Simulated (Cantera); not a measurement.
Charge: 1 mol Pb, 0.033 mol O₂, 2.7 mol N₂, at 1.95 Torr.

Method: chemical equilibrium by Gibbs-energy minimisation in Cantera with the NASA 1993 tables (ideal gas, pure condensed phases). Candidate condensed phases: Pb, PbO, PbO₂, Pb₃O₄; 12 gas species. Each liquid is taken as pure. Mutual solubility and eutectic melting of coexisting phases are not modelled. Rates play no part.

What share of the Pb ends up in condensed phases as a function of T (K), at 473, 573, 673, 773, 873, 973, 1073, 1173, 1273, 1373?


| T (K) | Pb condensed (%) | as |
|---|---|---|
| 473 | 100.0 | Pb(s) + PbO(red) |
| 573 | 100.0 | Pb(s) + PbO(red) |
| 673 | 100.0 | Pb(l) + PbO(red) |
| 773 | 100.0 | Pb(l) + PbO(yellow) |
| 873 | 99.9 | Pb(l) + PbO(yellow) |
| 973 | 99.1 | Pb(l) + PbO(yellow) |
| 1073 | 91.9 | Pb(l) + PbO(yellow) |
| 1173 | 41.9 | Pb(l) + PbO(l) |
| 1273 | 0.0 | - |
| 1373 | 0.0 | - |
